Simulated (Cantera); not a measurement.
Charge: 1 mol SiH₂Cl₂, 0.021 mol Cl₂, 220 mol N₂, held at 1025 K and 1.00 Torr.

These are equilibrium values from Cantera (NASA tables, ideal gas, pure condensed phases), not measurements of a reactor. Candidate condensed phases: NH₄Cl, Si, Si₃N₄; 28 gas species. N₂ is the only nitrogen source here; it is nearly inert below about 1500 K, so the nitride shown seldom forms there in practice. Rates play no part.

Base state: N₂ 0.991, HCl 0.00786, H₂ 0.000587, SiCl₄ 0.000335 (mole fractions); condensed: Si₃N₄(s).

Task: What changes in the equilibrium state with this change: N₂ from 220 to 15 mol?

Result: 
```tsv
species	before	after
N₂	0.991	0.885
HCl	0.00786	0.0906
H₂	0.000587	0.0160
SiCl₄	0.000335	0.00858
SiHCl₃	2.15e-7	1.30e-5
SiCl₃	5.79e-6	6.71e-5
SiCl₂	2.09e-6	1.10e-5
Si₃N₄(s), mol	0.308	0.286
```
The tables' values for SiCl₃ are old estimates; treat these amounts as uncertain.
